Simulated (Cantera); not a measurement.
Feed: 1 mol LiOH, 0.043 mol H₂, at 1050 °C and 1.00 bar.

Cantera equilibrium calculation (NASA polynomials, part measured and part estimated; ideal gas, pure solids and liquids). Candidate condensed phases: H₂O, Li, LiH, LiOH, Li₂O; 17 gas species. Rates play no part.

Base state: H₂O 0.916, H₂ 0.0790, LiOH 0.00436, Li₂(OH)₂ 0.000337 (mole fractions); condensed: Li₂O(s).

Task: What changes in the equilibrium state with this change: temperature from 1050 °C to 852 °C?

Result: 
| species | before | after |
|---|---|---|
| H₂ | 0.0790 | 0.610 |
| H₂O | 0.916 | 0.390 |
| LiOH | 0.00436 | 0.000158 |
| Li₂(OH)₂ | 0.000337 | 2.34e-5 |
| Li₂O(s), mol | 0.499 | 0.0275 |
| LiOH(l), mol | 0 | 0.945 |
Mutual solubility and eutectic melting of coexisting phases are not modelled.

Task: What changes in the equilibrium state with this change: temperature from 1050 °C to 1877 °C?

Result: 
| species | before | after |
|---|---|---|
| LiOH | 0.00436 | 0.705 |
| H₂O | 0.916 | 0.216 |
| H₂ | 0.0790 | 0.0370 |
| Li₂O | 2.61e-8 | 0.0164 |
| Li | 3.28e-7 | 0.0221 |
| LiO | <1e-9 | 0.000155 |
| O₂ | <1e-9 | 2.35e-5 |
| LiH | 7.08e-9 | 0.000163 |
| Li₂O(s), mol | 0.499 | 0 |
| Li₂O(l), mol | 0 | 0.159 |
